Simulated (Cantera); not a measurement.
Cantera run, input and output.

```python
import numpy as np
import cantera as ct

gas = ct.Solution("h2o2.yaml")
gas.TPX = 1123, 2666, {'H2': 0.19, 'O2': 1, 'N2': 0.96}
reactor = ct.IdealGasConstPressureReactor(gas, energy="off", clone=False)
net = ct.ReactorNet([reactor])
net.rtol, net.atol = 1e-08, 1e-18
show = ['H2', 'O2', 'O', 'H', 'H2O', 'H2O2']
times = np.geomspace(0.0006, 100, 12)

steps = ct.SolutionArray(gas, extra=["t"])
rows = []
print(f"{'t/s':>10s}{'T/K':>9s}{'P/Pa':>11s}" + "".join(f"{s:>11s}" for s in show))
for t in times:
    while net.time < t:
        t_next = net.step()
        steps.append(gas.state, t=t_next)
    rows.append([np.interp(t, steps.t, y) for y in (steps.T, steps.P, *steps(*show).X.T)])
    print(f"{t:10.3e}{rows[-1][0]:9.1f}{rows[-1][1]:11.4g}" + "".join(f"{x:11.3e}" for x in rows[-1][2:]))
rate = np.gradient(steps.T, steps.t)
print("integrator steps:", len(steps.t))
if steps.T.max() > steps.T[0] + 200:
    print(f"time of steepest temperature rise: {steps.t[rate.argmax()]:.4e} s")
gas.TPX = 1123, 2666, {'H2': 0.19, 'O2': 1, 'N2': 0.96}
gas.equilibrate("TP")
print(f"equilibrium (TP): T = {gas.T:.1f} K  " + "  ".join(f"{s} {gas[s].X[0]:.3e}" for s in show))
```

Output:

```
       t/s      T/K       P/Pa         H2         O2          O          H        H2O       H2O2
 6.000e-04   1123.0       2666  8.837e-02  4.651e-01  3.264e-07  4.447e-07  7.679e-07  2.394e-11
 1.790e-03   1123.0       2666  3.382e-02  4.352e-01  1.520e-02  2.334e-02  4.038e-02  4.966e-07
 5.340e-03   1123.0       2666  2.491e-03  4.243e-01  2.025e-02  1.446e-02  7.910e-02  2.511e-07
 1.593e-02   1123.0       2666  6.962e-04  4.360e-01  5.317e-03  1.899e-03  8.958e-02  2.937e-07
 4.753e-02   1123.0       2666  7.939e-05  4.398e-01  6.018e-04  7.005e-05  9.204e-02  1.975e-07
 1.418e-01   1123.0       2666  8.405e-06  4.403e-01  6.630e-05  2.565e-06  9.235e-02  7.711e-08
 4.231e-01   1123.0       2666  1.267e-06  4.404e-01  1.057e-05  1.636e-07  9.242e-02  2.568e-08
 1.262e+00   1123.0       2666  2.636e-07  4.404e-01  2.299e-06  1.656e-08  9.244e-02  8.458e-09
 3.766e+00   1123.0       2666  6.731e-08  4.404e-01  6.032e-07  2.224e-09  9.245e-02  2.810e-09
 1.123e+01   1123.0       2666  1.943e-08  4.404e-01  1.769e-07  3.530e-10  9.245e-02  9.445e-10
 3.352e+01   1123.0       2666  6.207e-09  4.404e-01  5.695e-08  6.457e-11  9.245e-02  3.310e-10
 1.000e+02   1123.0       2666  2.572e-09  4.404e-01  2.355e-08  1.733e-11  9.246e-02  1.464e-10
integrator steps: 2210
equilibrium (TP): T = 1123.0 K  H2 1.975e-09  O2 4.404e-01  O 1.799e-08  H 1.167e-11  H2O 9.246e-02  H2O2 1.150e-10
```

Model: the H2/O2 subset of GRI-Mech 3.0, which has no nitrogen chemistry, integrated in Cantera. Radical loss at walls, strong at low pressure, is not modelled. The temperature is held fixed by assumption; the heat of reaction is taken as removed at once.
